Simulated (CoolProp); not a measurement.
c-C4F8 (RC318) along the isobar 4.43 MPa: density (kg/m³) from the reference equation and from simpler models built on Tc = 388.4 K, pc = 2.778 MPa, ω = 0.355; each cubic takes its own stable root.

Values from CoolProp's reference Helmholtz-energy equation of state, Platzer 1990. This equation is an older, rougher fit; its heat capacities, sound speeds and derivatives of the liquid may be far off and weren't checked against measurements.

| T (K) | phase | reference |
|---|---|---|
| 314.9 | liquid | 1461 |
| 327.3 | liquid | 1411 |
| 339.6 | liquid | 1356 |
| 352 | liquid | 1296 |
| 364.3 | liquid | 1229 |
| 376.6 | liquid | 1150 |
| 389 | supercritical | 1049 |
| 401.3 | supercritical | 906.4 |
| 413.6 | supercritical | 692.4 |
| 426 | supercritical | 510.9 |
| 438.3 | supercritical | 419.2 |
| 450.7 | supercritical | 366.0 |
| 463 | supercritical | 330.7 |
| 475.3 | supercritical | 304.6 |
| 487.7 | supercritical | 284.0 |
| 500 | supercritical | 267.4 |

Question: How far does each simpler model (van der Waals, Peng-Robinson) lie from the reference over these 16 states: mean and median of the absolute difference, and the worst?

Answer: 
- van der Waals: mean 23.0 %, median 21.2 %, worst -35.0 % at 314.9 K and 4.43 MPa
- Peng-Robinson: mean 3.0 %, median 1.6 %, worst -6.8 % at 401.3 K and 4.43 MPa
